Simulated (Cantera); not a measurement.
Standard-state values (1 bar) from the NASA 1993 polynomials, evaluated with Cantera. Values are per mole of reaction as written; species without (g) are pure solids or liquids, kept so even where they would boil at 1 bar. TaC: taken at fixed stoichiometry.

C₃H₈(g) + 3 Ta = 8 H(g) + 3 TaC, with ΔH° = 1416.6 kJ and ΔS° = 650.9 J/K at 300 K.

Problem. How far is the shortcut ΔG° ≈ ΔH°(300 K) − T·ΔS°(300 K) from the full temperature-dependent value at 473, 573, 673, 773, 873, 973, 1073 K?

Solution. 
```tsv
T (K)	shortcut (kJ)	full (kJ)	difference (kJ)	difference in log10 K
473	1108.7	1103.5	5.2	-0.58
573	1043.6	1031.8	11.8	-1.08
673	978.5	958.4	20.1	-1.56
773	913.4	883.7	29.8	-2.01
873	848.3	807.9	40.5	-2.42
973	783.3	731.3	52.0	-2.79
1073	718.2	654.1	64.1	-3.12
```
The shortcut ignores the heat-capacity change of the reaction.
